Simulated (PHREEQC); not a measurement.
Make-up at 46 °C: 1.4 mol/kgw HCl, 0.074 mol/kgw ZnSO4 and 0.0028 mol/kgw MnSO4. Closed to the air; pH follows from the charge balance.

Computed with PHREEQC (ion-association model, phreeqc.dat).

```csv
quantity,before,after
pH,0.02,-0.01
ionic strength (mol/kgw),1.42,1.40
Cl- (mol/kgw),1.24,1.40
HSO4- (mol/kgw),0.0733,0.00268
SO4-2 (mol/kgw),0.00333,0.000114
```

Q: Name the change that produced these shifts.
A) diluted 10-fold with water
B) MnSO4 from 0.0028 to 0.0014 mol/kgw
C) temperature from 46 to 75 °C
D) ZnSO4 left out
E) temperature from 46 to 25 °C

A: D, ZnSO4 left out

This is a speciation only: nothing precipitates in the calculation. The ionic strength passes 0.7 mol/kgw, the rough limit of the ion-association models, in every such run. Constants without temperature data keep their 25 °C values here.
